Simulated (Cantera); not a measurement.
An adiabatic, constant-volume homogeneous reactor starts with CO : H₂ : CH₄ : O₂ : N₂ = 1 : 0.04 : 0.81 : 1.78 : 6.71 (molar parts), equivalence ratio 1.2, at 1000 K and 4.10 bar.

Detailed kinetics in Cantera: GRI-Mech 3.0 (53 species, 325 reactions).

Problem. Predict: time of steepest temperature rise; temperature at 8.00 s; equilibrium temperature; x(CO) at 8.00 s; x(H₂) at 8.00 s; x(CH₂O) at 8.00 s.

Solution. 
```
Item                                                                Result
---------------------------------  ---------------------------------------
time of steepest temperature rise                                  0.185 s
temperature at 8.00 s                                               2906 K
equilibrium temperature                                             2906 K
x(CO) at 8.00 s                      0.0791 (gas-phase equilibrium 0.0791)
x(H₂) at 8.00 s                      0.0157 (gas-phase equilibrium 0.0157)
x(CH₂O) at 8.00 s                  6.01e-9 (gas-phase equilibrium 6.01e-9)
```
